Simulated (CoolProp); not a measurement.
Vapour-liquid equilibrium of CH2F2 (R32) (1) + R236FA (2) at 267.2 K; x and y are mole fractions of (1).

The numbers come from the multi-fluid Helmholtz-energy mixture model, Tillner-Roth 1997 and Pan 2012; pair parameters Bell 2016 in CoolProp.

| x | bubble pressure (MPa) | y at the bubble point | dew pressure at overall composition x (MPa) | liquid density (mol/L) |
|---|---|---|---|---|
| 0.05 | 0.1109 | [?] | [?] | 9.891 |
| 0.2 | 0.1964 | 0.640 | 0.1022 | 10.85 |
| 0.35 | 0.2842 | [?] | 0.1223 | 11.97 |
| 0.5 | 0.3712 | 0.869 | 0.1520 | 13.32 |
| 0.65 | [?] | 0.921 | 0.2007 | 14.96 |
| 0.8 | 0.5452 | [?] | [?] | 17.00 |
| 0.95 | 0.6371 | [?] | [?] | 19.62 |

Complete the blanks.


- 0.05, y at the bubble point: 0.271
- 0.05, dew pressure at overall composition x (MPa): 0.08778
- 0.35, y at the bubble point: 0.789
- 0.65, bubble pressure (MPa): 0.4575
- 0.8, y at the bubble point: 0.959
- 0.8, dew pressure at overall composition x (MPa): 0.2937
- 0.95, y at the bubble point: 0.991
- 0.95, dew pressure at overall composition x (MPa): 0.5215

No azeotrope shows between x = 0.05 and 0.95.

The pair parameters rest on a limited set of measurements; away from them the model extrapolates.
